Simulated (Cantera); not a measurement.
Input: 1 mol CF₄, 0.83 mol H₂, at 10000 Pa.

Points: T (K) = 2000, 2500, 3000, 3500, 4000, 4500, 5000.

Cantera's Mixture.equilibrate('TP', solver="vcs", rtol=1e-11, max_steps=5000) on the NASA tables stopped like this:

```
ERROR: FAILURE its = 5001!

*******************************************************************************
CanteraError thrown by MultiPhase::equilibrate:
VCS solver failed. Return code: -1
*******************************************************************************
```

Q: What got this run through?

A: Several could match; the one computed here: The failure is numerical, not chemical. The same input converged with solver="gibbs", rtol=1e-10, max_steps=50000, and the result passed a check of the equilibrium conditions:
```
log10 of partial pressures in bar; condensed amounts in mol
       T/K        HF         F       CF4         H       CF2         C        CF     C(gr)
      2000    -1.137    -3.349    -1.609    -6.751    -2.757   -10.517    -5.683    0.3966
      2500    -1.238    -1.859    -2.276    -5.258    -1.662    -6.779    -3.345     0.186
      3000    -1.345    -1.399    -4.857    -3.758    -2.016    -4.295    -2.335    0.4348
      3500    -1.464    -1.316    -7.985    -2.476    -3.068    -2.822    -2.167         0
      4000    -1.842    -1.255   -10.742    -1.798    -4.274    -2.129    -2.456         0
      4500    -2.528    -1.229   -13.264    -1.637    -5.548    -1.879    -2.996         0
      5000    -3.195    -1.223   -15.495    -1.611    -6.754    -1.835    -3.602         0
```

The gas is ideal and each condensed phase is pure. Gases not in the tables: C2F6 and larger saturated fluorocarbons.
